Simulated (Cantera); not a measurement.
What does this Cantera script print?

```python
import numpy as np
import cantera as ct

gas_names = """
    AL ALBr ALBr3 ALN AL2 AL2Br6 Br Br2 N N2
""".split()
cond_names = """
    AL(cr) AL(L) ALBr3(s) ALBr3(L) ALN(s) Br2(cr) Br2(L)
""".split()


# ... load() reads the species with a 1 bar reference pressure and builds the phases ...
atoms = {
    'Al': {'AL': 1},
    'Br2': {'Br': 2},
    'N2': {'N': 2},
}
top_T = {'ALN(s)': 2750}  # K; cautious upper limits of use, not melting points


# ... equilibrate(T, P, feed) seeds the gas with the atoms and calls Mixture.equilibrate('TP', solver="vcs", rtol=1e-11, max_steps=5000) ...
results = []
feed = {'Al': 1, 'Br2': 5.2, 'N2': 0.18}  # mol
T = 948.15  # K
P = 133.322  # Pa
mix = equilibrate(T, P, feed)
results.append((T, P, feed, dict(zip(mix.species_names, mix.species_moles))))
x = sorted(zip(gas.X, gas.species_names), reverse=True)
print(f"T = {T:g} K  P = {P:g} Pa  gas = {mix.phase_moles(0):.4g} mol")
print("   x: " + "  ".join(f"{s} {v:.3e}" for v, s in x if v > 1e-06))
print("   condensed (mol): " + ("  ".join(f"{mix.phase(i).name} {mix.phase_moles(i):.4g}"
      for i in range(1, mix.n_phases) if mix.phase_moles(i) > 1e-12) or "none"))
```

Output:

```
T = 948.15 K  P = 133.322 Pa  gas = 5.054 mol
   x: Br2 6.977e-01  ALBr3 1.979e-01  Br 6.886e-02  N2 3.562e-02  AL2Br6 4.161e-06
   condensed (mol): none
```

Method: chemical equilibrium by Gibbs-energy minimisation in Cantera with the NASA 1993 tables (ideal gas, pure condensed phases).
